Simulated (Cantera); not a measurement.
A closed system holds: 1 mol SiCl₄, 0.98 mol H₂, at 948 K and 27.0 bar.

These are equilibrium values from Cantera (NASA tables, ideal gas, pure condensed phases), not measurements of a reactor. Candidate condensed phases: Si; 19 gas species. The tables' values for SiCl₃ are old estimates; treat these amounts as uncertain. The numbers say what is thermodynamically allowed, not how fast it happens.

Base state: SiCl₄ 0.474, H₂ 0.463, HCl 0.0317, SiHCl₃ 0.0312, SiH₂Cl₂ 0.000208, SiCl₃ 7.57e-5 (mole fractions); condensed: gas only.

Q: What changes in the equilibrium state with this change: SiCl₄ replaced by Si?

A: 
```tsv
species	before	after
H₂	0.463	1.000
SiCl₄	0.474	0
HCl	0.0317	0
SiHCl₃	0.0312	0
SiH₂Cl₂	0.000208	0
SiCl₃	7.57e-5	0
Si(s), mol	0	1.000
```
